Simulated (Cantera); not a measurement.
Transport properties of process gases

Gas mixture: O₂ = 0.35 (molar parts), at 0.987 atm, frozen composition.

Cantera's kinetic-theory transport with the Lennard-Jones parameters of GRI-Mech 3.0, ideal gas; thermal conductivity in the multicomponent form.

```csv
T (K),ρ (kg/m³),cp (J/kg/K),μ (µPa s),λ (mW/m/K),Pr,D (cm²/s) CH₃,D (cm²/s) NO,D (cm²/s) C₂H₂
400,0.962,941.4,25.6,33.9,0.712,0.384,0.344,0.284
650,0.592,1017,36.0,51.6,0.710,0.887,0.787,0.664
900,0.428,1074,44.7,67.7,0.709,1.54,1.36,1.16
1150,0.335,1109,52.5,82.1,0.709,2.32,2.05,1.75
1400,0.275,1134,59.7,95.6,0.708,3.22,2.84,2.43
1650,0.233,1155,66.4,108,0.708,4.23,3.73,3.19
```
D: mixture-averaged diffusion coefficient of that species in the mixture.
